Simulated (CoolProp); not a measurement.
Vapour-liquid equilibrium of benzene (1) + n-decane (2) at 490 kPa; x and y are mole fractions of (1).

Values from CoolProp's multi-fluid Helmholtz-energy mixture model, Thol 2012 and Lemmon 2006; pair parameters Bell 2016.

```json
[
 {"x": "0.05", "bubble temperature, mixture model (°C)": "238.7", "bubble temperature, Raoult's law (°C)": "235.5", "y, mixture model": "0.176", "y, Raoult's law": "0.250"},
 {"x": "0.2", "bubble temperature, mixture model (°C)": "211.2", "bubble temperature, Raoult's law (°C)": "206.3", "y, mixture model": "0.568", "y, Raoult's law": "0.649"},
 {"x": "0.35", "bubble temperature, mixture model (°C)": "189.4", "bubble temperature, Raoult's law (°C)": "186.3", "y, mixture model": "0.773", "y, Raoult's law": "0.819"},
 {"x": "0.5", "bubble temperature, mixture model (°C)": "173.4", "bubble temperature, Raoult's law (°C)": "171.7", "y, mixture model": "0.877", "y, Raoult's law": "0.903"},
 {"x": "0.65", "bubble temperature, mixture model (°C)": "161.5", "bubble temperature, Raoult's law (°C)": "160.4", "y, mixture model": "0.934", "y, Raoult's law": "0.950"},
 {"x": "0.8", "bubble temperature, mixture model (°C)": "152.0", "bubble temperature, Raoult's law (°C)": "151.4", "y, mixture model": "0.969", "y, Raoult's law": "0.978"},
 {"x": "0.95", "bubble temperature, mixture model (°C)": "144.1", "bubble temperature, Raoult's law (°C)": "143.9", "y, mixture model": "0.993", "y, Raoult's law": "0.996"}
]
```

The largest gap from Raoult's law is +4.9 K in bubble temperature, at x = 0.2. No azeotrope shows between x = 0.05 and 0.95.

The pair parameters rest on a limited set of measurements; away from them the model extrapolates.
